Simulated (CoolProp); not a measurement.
A Linde-Hampson liquefier for dry air: isothermal reversible compression at 230 K from 1 atm to 5 MPa, throttling to 1 atm, return gas leaving the recuperator 0 K below the feed. Each further row changes one setting.

The numbers come from the reference Helmholtz-energy equation of state, Lemmon 2000 in CoolProp. It is a pseudo-pure fit of the blend.

| case | liquid yield per pass | compression work (kJ/kg of gas) |
|---|---|---|
| as stated | 0.052 | 253 |
| high pressure 10 MPa | … | … |
| warm-end temperature 260 K | … | … |
| warm-end gap 5 K | … | 253 |

Problem. Some entries are withheld; supply them.

Solution. 
- high pressure 10 MPa, liquid yield per pass: 0.103
- high pressure 10 MPa, compression work (kJ/kg of gas): 295
- warm-end temperature 260 K, liquid yield per pass: 0.037
- warm-end temperature 260 K, compression work (kJ/kg of gas): 288
- warm-end gap 5 K, liquid yield per pass: 0.039
